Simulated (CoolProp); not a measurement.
Vapour pressure (bar) of R1336mzz(E): the reference equation beside estimates from Tc = 130.4 °C, pc = 27.79 bar, ω = 0.413.

The numbers come from the reference Helmholtz-energy equation of state, Akasaka 2023 in CoolProp.

```csv
T (°C),reference,Lee-Kesler,van der Waals,Soave-Redlich-Kwong,Peng-Robinson
9.55,1.084,1.084,5.594,1.083,1.085
16.05,1.396,1.397,6.275,1.396,1.394
22.45,1.767,1.770,___,1.770,1.762
28.95,2.218,___,7.781,2.225,2.210
35.35,2.743,2.751,8.607,2.756,2.733
41.85,3.370,3.379,9.501,3.391,3.357
48.35,4.100,4.111,10.45,4.132,4.085
54.75,4.931,4.943,11.45,4.977,4.916
61.25,___,___,12.51,___,5.887
```

**Question.** Some entries are withheld; supply them.

**Answer.** 
- 22.45, van der Waals: 6.996
- 28.95, Lee-Kesler: 2.223
- 61.25, reference: 5.899
- 61.25, Lee-Kesler: 5.911
- 61.25, Soave-Redlich-Kwong: 5.963

Absolute difference from the reference over all 9 rows, mean and median: Lee-Kesler 0.2 and 0.2 %, van der Waals 234.1 and 213.8 %, Soave-Redlich-Kwong 0.5 and 0.5 %, Peng-Robinson 0.3 and 0.3 %.
